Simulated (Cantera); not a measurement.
Ta2O5 + C + CO (carbothermic reduction)

Charge: 1 mol Ta2O5, 1.5 mol C, 0.02 mol CO, held at 1675 °C.

Method: chemical equilibrium by Gibbs-energy minimisation in Cantera with the NASA 1993 tables (ideal gas, pure condensed phases). Candidate condensed phases: C, Ta, TaC, Ta2O5; 15 gas species. Mutual solubility and eutectic melting of coexisting phases are not modelled. TaC: taken at fixed stoichiometry. Condensed phases not in the tables: Ta2C, N, O or C dissolved in the metal. Rates play no part.

From 10.0 Pa to 100 Pa the condensed part is Ta(s) + Ta2O5(s). From 1000 Pa to 1000000 Pa the condensed part is TaC(s) + Ta2O5(s). The main Ta-bearing gas is TaO2 throughout.

```csv
P (Pa),x CO,x TaO2,x CO2,x TaO,x O,n Ta(s),n Ta2O5(s),n TaC(s)
10,0.995,0.00416,0.000329,0.000800,1.24e-6,0.598,0.697,0
100,0.999,0.000416,0.000330,8.00e-5,1.24e-7,0.600,0.700,0
1000,0.999,3.24e-5,0.000544,3.78e-6,2.05e-8,0,0.786,0.429
10000,0.999,2.33e-6,0.00105,1.41e-7,3.96e-9,0,0.786,0.429
100000,0.998,1.68e-7,0.00202,5.26e-9,7.64e-10,0,0.785,0.429
1000000,0.996,1.21e-8,0.00390,1.96e-10,1.47e-10,0,0.785,0.430
```
x: gas mole fraction; n: condensed amount in mol.
